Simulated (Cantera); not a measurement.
A closed system holds: 1 mol MgSO4, 0.14 mol H2O, 0.16 mol CO2, equilibrated at 948 K and 100 Torr.

Cantera equilibrium calculation (NASA polynomials, part measured and part estimated; ideal gas, pure solids and liquids). Candidate condensed phases: C, C6H6, C7H8, C8H18, H2O, H2SO4, Mg, MgCO3, MgO, Mg(OH)2, MgS, MgSO4, S; 130 gas species. The numbers say what is thermodynamically allowed, not how fast it happens.

Base state: CO2 0.533, H2O 0.466, SO2 0.000361, O2 0.000181 (mole fractions); condensed: MgO(s) + MgSO4(s).

### Question
What changes in the equilibrium state with this change: temperature from 948 K to 1873 K?

### Answer
```
species          before     after
-------------  --------  --------
SO2            0.000361     0.554
O2             0.000181     0.277
CO2               0.533    0.0887
H2O               0.466    0.0769
O                 <1e-9  0.000341
CO              1.02e-9  0.000196
SO                <1e-9  0.000125
OH              2.41e-8   0.00164
MgO(s), mol    0.000110     1.000
MgSO4(s), mol     1.000         0
```
